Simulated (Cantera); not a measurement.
A Cantera script and what it prints.

```python
import numpy as np
import cantera as ct

gas_names = """
    H HNO HNO2 HNO3 HO2 H2 H2O H2O2 N NH NH2 NH3 NH2OH NO NO2 NO3 N2 N2H2 N2H4 N2O O OH O2 O3 Si SiH
    SiH2 SiH3 SiH4 SiN SiO SiO2 Si2 Si2N Si3
""".split()
cond_names = """
    H2O(s) H2O(L) Si(cr) Si(L) SiO2(Lqz) SiO2(hqz) SiO2(L) Si2N2O(s) Si3N4(a)
""".split()


def load(file, names, dense=False):
    # The tables refer to 1 bar. Condensed volumes are neglected.
    table = {s.name: s for s in ct.Species.list_from_file(file)}
    out = []
    for n in names:
        d = dict(table[n].input_data)
        d["thermo"] = dict(d["thermo"], **{"reference-pressure": 1e5})
        if dense:
            d["equation-of-state"] = {"model": "constant-volume", "density": "1e6 g/cm^3"}
        out.append(ct.Species.from_dict(d))
    return out


gas = ct.Solution(thermo="ideal-gas", species=load("nasa_gas.yaml", gas_names))
cond = {s.name: ct.Solution(thermo="fixed-stoichiometry", species=[s], name=s.name)
        for s in load("nasa_condensed.yaml", cond_names, dense=True)}
atoms = {
    'SiH4': {'Si': 1, 'H': 4},
    'N2O': {'N': 2, 'O': 1},
}
top_T = {'Si2N2O(s)': 2100, 'Si3N4(a)': 2400}  # K; cautious upper limits of use, not melting points


def equilibrate(T, P, feed):
    n = {}
    for name, mol in feed.items():
        for a, k in atoms[name].items():
            n[a] = n.get(a, 0.0) + k * mol
    gas.TPX = T, P, n
    mass = sum(n.values()) * gas.mean_molecular_weight
    gas.equilibrate("TP")
    valid = [c for c in cond.values() if c.min_temp <= T <= top_T.get(c.name, c.max_temp)]
    mix = ct.Mixture([(gas, mass / gas.mean_molecular_weight)] + [(c, 0.0) for c in valid])
    mix.T, mix.P = T, P
    mix.equilibrate("TP", solver="vcs", rtol=1e-11, max_steps=5000)
    return mix


results = []
T = 750  # K
P = 6.3  # Pa
for m in [0.14, 0.18, 0.23, 0.28, 0.35, 0.44, 0.56, 0.7, 0.88, 1.1, 1.4, 1.7, 2.2]:
    feed = {'SiH4': 1, 'N2O': m}  # mol
    mix = equilibrate(T, P, feed)
    results.append((T, P, feed, dict(zip(mix.species_names, mix.species_moles))))
    x = sorted(zip(gas.X, gas.species_names), reverse=True)
    print(f"T = {T:g} K  P = {P:g} Pa  n(N2O) = {m:g} mol  gas = {mix.phase_moles(0):.4g} mol")
    print("   x: " + "  ".join(f"{s} {v:.3e}" for v, s in x if v > 1e-05))
    print("   condensed (mol): " + ("  ".join(f"{mix.phase(i).name} {mix.phase_moles(i):.4g}"
          for i in range(1, mix.n_phases) if mix.phase_moles(i) > 1e-12) or "none"))
```

It prints:

```
T = 750 K  P = 6.3 Pa  n(N2O) = 0.14 mol  gas = 2 mol
   x: H2 1.000e+00
   condensed (mol): Si(cr) 0.72  Si2N2O(s) 0.14
T = 750 K  P = 6.3 Pa  n(N2O) = 0.18 mol  gas = 2 mol
   x: H2 1.000e+00
   condensed (mol): Si(cr) 0.64  Si2N2O(s) 0.18
T = 750 K  P = 6.3 Pa  n(N2O) = 0.23 mol  gas = 2 mol
   x: H2 1.000e+00
   condensed (mol): Si(cr) 0.54  Si2N2O(s) 0.23
T = 750 K  P = 6.3 Pa  n(N2O) = 0.28 mol  gas = 2 mol
   x: H2 1.000e+00
   condensed (mol): Si(cr) 0.44  Si2N2O(s) 0.28
T = 750 K  P = 6.3 Pa  n(N2O) = 0.35 mol  gas = 2 mol
   x: H2 1.000e+00
   condensed (mol): Si(cr) 0.3  Si2N2O(s) 0.35
T = 750 K  P = 6.3 Pa  n(N2O) = 0.44 mol  gas = 2 mol
   x: H2 1.000e+00
   condensed (mol): Si(cr) 0.12  Si2N2O(s) 0.44
T = 750 K  P = 6.3 Pa  n(N2O) = 0.56 mol  gas = 2.08 mol
   x: H2 9.615e-01  N2 3.846e-02
   condensed (mol): SiO2(Lqz) 0.04  Si2N2O(s) 0.48
T = 750 K  P = 6.3 Pa  n(N2O) = 0.7 mol  gas = 2.267 mol
   x: H2 8.824e-01  N2 1.176e-01
   condensed (mol): SiO2(Lqz) 0.1333  Si2N2O(s) 0.4333
T = 750 K  P = 6.3 Pa  n(N2O) = 0.88 mol  gas = 2.507 mol
   x: H2 7.979e-01  N2 2.021e-01
   condensed (mol): SiO2(Lqz) 0.2533  Si2N2O(s) 0.3733
T = 750 K  P = 6.3 Pa  n(N2O) = 1.1 mol  gas = 2.8 mol
   x: H2 7.143e-01  N2 2.857e-01
   condensed (mol): SiO2(Lqz) 0.4  Si2N2O(s) 0.3
T = 750 K  P = 6.3 Pa  n(N2O) = 1.4 mol  gas = 3.2 mol
   x: H2 6.250e-01  N2 3.750e-01
   condensed (mol): SiO2(Lqz) 0.6  Si2N2O(s) 0.2
T = 750 K  P = 6.3 Pa  n(N2O) = 1.7 mol  gas = 3.6 mol
   x: H2 5.556e-01  N2 4.444e-01
   condensed (mol): SiO2(Lqz) 0.8  Si2N2O(s) 0.1
T = 750 K  P = 6.3 Pa  n(N2O) = 2.2 mol  gas = 4.2 mol
   x: N2 5.238e-01  H2 4.286e-01  H2O 4.762e-02
   condensed (mol): SiO2(Lqz) 1
```

These are equilibrium values from Cantera (NASA tables, ideal gas, pure condensed phases), not measurements of a reactor.
